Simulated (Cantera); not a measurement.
An adiabatic, constant-volume homogeneous reactor starts with CO : H₂ : CH₄ : O₂ : N₂ = 1 : 0.98 : 0.17 : 1.53 : 5.75 (molar parts), equivalence ratio 0.87, at 1350 K and 1000000 Pa.

Model: GRI-Mech 3.0 (53 species, 325 reactions), integrated in Cantera. Above 3000 K some thermodynamic fits are extrapolated.

### Question
Predict: time of steepest temperature rise; temperature at 2.00 s; equilibrium temperature; x(CO) at 2.00 s; x(H₂) at 2.00 s; x(N₂O) at 2.00 s; x(O) at 2.00 s; x(CH₂O) at 2.00 s.

### Answer
| Item | Result |
|---|---|
| time of steepest temperature rise | 7.68 µs |
| temperature at 2.00 s | 3030 K |
| equilibrium temperature | 3030 K |
| x(CO) at 2.00 s | 0.0417 (gas-phase equilibrium 0.0417) |
| x(H₂) at 2.00 s | 0.00800 (gas-phase equilibrium 0.00800) |
| x(N₂O) at 2.00 s | 4.16e-6 (gas-phase equilibrium 4.16e-6) |
| x(O) at 2.00 s | 0.00499 (gas-phase equilibrium 0.00499) |
| x(CH₂O) at 2.00 s | 2.82e-9 (gas-phase equilibrium 2.82e-9) |
